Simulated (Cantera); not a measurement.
What does this Cantera script print?

```python
import numpy as np
import cantera as ct

gas = ct.Solution("gri30.yaml")
gas.TPX = 1775, 110000, {'CH3OH': 1, 'O2': 1, 'N2': 3.76, 'H2O': 0.82}
reactor = ct.IdealGasReactor(gas, energy="on", clone=False)
net = ct.ReactorNet([reactor])
net.rtol, net.atol = 1e-08, 1e-16
show = ['CH3OH', 'O2', 'H2O', 'H', 'OH', 'H2O2']
times = np.geomspace(3e-06, 10, 13)

steps = ct.SolutionArray(gas, extra=["t"])
rows = []
print(f"{'t/s':>10s}{'T/K':>9s}{'P/Pa':>11s}" + "".join(f"{s:>11s}" for s in show))
for t in times:
    while net.time < t:
        t_next = net.step()
        steps.append(gas.state, t=t_next)
    rows.append([np.interp(t, steps.t, y) for y in (steps.T, steps.P, *steps(*show).X.T)])
    print(f"{t:10.3e}{rows[-1][0]:9.1f}{rows[-1][1]:11.4g}" + "".join(f"{x:11.3e}" for x in rows[-1][2:]))
rate = np.gradient(steps.T, steps.t)
print("integrator steps:", len(steps.t))
if steps.T.max() > steps.T[0] + 200:
    print(f"time of steepest temperature rise: {steps.t[rate.argmax()]:.4e} s")
gas.TPX = 1775, 110000, {'CH3OH': 1, 'O2': 1, 'N2': 3.76, 'H2O': 0.82}
gas.equilibrate("UV")
print(f"equilibrium (UV): T = {gas.T:.1f} K  " + "  ".join(f"{s} {gas[s].X[0]:.3e}" for s in show))
```

Result:

```
       t/s      T/K       P/Pa      CH3OH         O2        H2O          H         OH       H2O2
 3.000e-06   1774.2  1.103e+05  1.471e-01  1.494e-01  1.260e-01  2.757e-05  4.769e-05  1.041e-04
 1.049e-05   1881.6  1.231e+05  8.666e-02  1.203e-01  1.541e-01  2.880e-04  4.144e-04  7.974e-04
 3.667e-05   2723.3  2.036e+05  1.003e-14  1.032e-02  2.566e-01  2.857e-02  2.707e-02  4.040e-07
 1.282e-04   2886.2  2.132e+05  1.438e-14  7.015e-03  2.703e-01  1.976e-02  2.401e-02  4.790e-07
 4.481e-04   2881.3  2.129e+05  1.485e-14  6.560e-03  2.701e-01  1.945e-02  2.328e-02  4.591e-07
 1.567e-03   2875.8  2.125e+05  1.524e-14  6.181e-03  2.699e-01  1.921e-02  2.264e-02  4.409e-07
 5.477e-03   2875.5  2.124e+05  1.526e-14  6.163e-03  2.699e-01  1.920e-02  2.261e-02  4.400e-07
 1.915e-02   2875.5  2.124e+05  1.526e-14  6.163e-03  2.699e-01  1.920e-02  2.261e-02  4.400e-07
 6.694e-02   2875.5  2.124e+05  1.526e-14  6.163e-03  2.699e-01  1.920e-02  2.261e-02  4.400e-07
 2.340e-01   2875.5  2.124e+05  1.526e-14  6.163e-03  2.699e-01  1.920e-02  2.261e-02  4.400e-07
 8.182e-01   2875.5  2.124e+05  1.526e-14  6.163e-03  2.699e-01  1.920e-02  2.261e-02  4.400e-07
 2.860e+00   2875.5  2.124e+05  1.526e-14  6.163e-03  2.699e-01  1.920e-02  2.261e-02  4.400e-07
 1.000e+01   2875.5  2.124e+05  1.526e-14  6.163e-03  2.699e-01  1.920e-02  2.261e-02  4.400e-07
integrator steps: 1597
time of steepest temperature rise: 1.3717e-05 s
equilibrium (UV): T = 2875.5 K  CH3OH 1.593e-14  O2 6.163e-03  H2O 2.699e-01  H 1.920e-02  OH 2.261e-02  H2O2 4.400e-07
```

Model: GRI-Mech 3.0 (53 species, 325 reactions), integrated in Cantera. GRI-Mech 3.0 was tuned for natural gas; its chemistry of methanol as a main component is partial and can be far from experiment.
